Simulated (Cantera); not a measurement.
Feed: 1 mol BCl3, 3.7 mol O2, 41 mol N2, at 2000 °C and 1330 Pa.

Equilibrium computed with Cantera from the NASA thermochemical tables; the gas is ideal and each condensed phase is pure. Candidate condensed phases: B, BN, B2O3; 25 gas species. The tables' values for BOCl are old estimates; treat these amounts as uncertain. Equilibrium is a limit: real reactors are often held back by kinetics, nucleation or transport.

Base state: N2 0.854, Cl 0.0622, O2 0.0516, BO2 0.00957, O 0.00834, NO 0.00766, B2O3 0.00513, BOCl 0.000590 (mole fractions); condensed: gas only.

### Question
What changes in the equilibrium state with this change: temperature from 2000 °C to 977 °C?

### Answer
```tsv
species	before	after
N2	0.854	0.897
O2	0.0516	0.0645
Cl2	1.50e-5	0.0272
Cl	0.0622	0.0112
BOCl	0.000590	7.37e-6
BO	0.000508	<1e-9
O	0.00834	1.52e-7
BO2	0.00957	7.19e-7
B2O3(l), mol	0	0.500
```
